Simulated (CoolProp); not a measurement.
Vapour-liquid equilibrium of acetone (1) + toluene (2) at 0.923 MPa; x and y are mole fractions of (1).

Values from CoolProp's multi-fluid Helmholtz-energy mixture model, Lemmon 2006 and Lemmon 2006; pair parameters Bell 2016.

Give the bubble temperature and the first vapour's composition at x = 0.05, 0.35, 0.65. Is there an azeotrope?

x = 0.05: 476.6 K, y = 0.153; x = 0.35: 444.1 K, y = 0.631; x = 0.65: 426.8 K, y = 0.837. No azeotrope shows between x = 0.05 and 0.95.

Pair parameters are fitted to limited data, so mixtures are less certain than the pure fluids.
